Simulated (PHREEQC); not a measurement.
A PHREEQC input (ion-association model, wateq4f.dat):

```
SOLUTION 1
  temp 25
  units mg/kgw
  pH 5.9 charge
  pe 8.6
  Na 0.00716
  K 0.015
  Ca 0.00756
  Mg 0.00605
  Cl 0.0235
  S(6) 0.0274 as SO4
  Alkalinity 0.0199 as HCO3
  Ni 4.24e-05
  Cd 0.000258
END
USE solution 1
EQUILIBRIUM_PHASES 1
  CO2(g) -2 10
END
```

It stops with these messages:

```
ERROR: pH adustment cannot attain charge balance when alkalinity is fixed.
ERROR: Program terminating due to input errors.
```

The fault: pH asked from the charge balance while alkalinity is fixed. The line should read `pH 5.9` where the input has `pH 5.9 charge`. With the mend the run ends at pH 4.92 and ionic strength 1.45e-5 mol/kgw.
